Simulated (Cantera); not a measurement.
**Stirred combustor or abatement burner**

A perfectly stirred reactor is fed with CH₃OH : O₂ : N₂ = 1 : 1.85 : 6.96 (molar parts), equivalence ratio 0.81, at 51000 Pa; it is adiabatic with a 400 K inlet, and is followed from long to short residence time, starting on the burning branch (τ in s: 0.049, 0.019, 0.0073, 0.0028, 0.0011, 0.00041, 0.00016, 6e-05, 2.3e-05, 8.8e-06, 3.4e-06).

Detailed kinetics in Cantera: GRI-Mech 3.0 (53 species, 325 reactions). GRI-Mech 3.0 was tuned for natural gas; its chemistry of methanol as a main component is partial and can be far from experiment.

| τ (s) | T (K) | x CH₃OH | x O₂ | x NO₂ | x C₂H₂ | x C₂H₆ |
|---|---|---|---|---|---|---|
| 0.049 | 2054 | 3.15e-6 | 0.0358 | 6.91e-8 | 1.89e-12 | <1e-12 |
| 0.019 | 2017 | 5.99e-6 | 0.0372 | 2.81e-8 | 4.87e-12 | <1e-12 |
| 0.0073 | 1965 | 1.15e-5 | 0.0392 | 1.13e-8 | 2.01e-11 | <1e-12 |
| 0.0028 | 1903 | 2.32e-5 | 0.0415 | 5.25e-9 | 1.10e-10 | 4.99e-12 |
| 0.0011 | 1838 | 5.00e-5 | 0.0443 | 3.03e-9 | 6.54e-10 | 4.34e-11 |
| 0.00041 | 1767 | 0.000132 | 0.0486 | 1.93e-9 | 4.79e-9 | 4.91e-10 |
| 0.00016 | 1651 | 0.000635 | 0.0611 | 1.71e-9 | 5.24e-8 | 1.44e-8 |
| 6.0e-5 | 400 | 0.102 | 0.189 | <1e-12 | <1e-12 | <1e-12 |
| 2.3e-5 | 400 | 0.102 | 0.189 | <1e-12 | <1e-12 | <1e-12 |
| 8.8e-6 | 400 | 0.102 | 0.189 | <1e-12 | <1e-12 | <1e-12 |
| 3.4e-6 | 400 | 0.102 | 0.189 | <1e-12 | <1e-12 | <1e-12 |
x: mole fraction; the columns are a selection and need not sum to one.
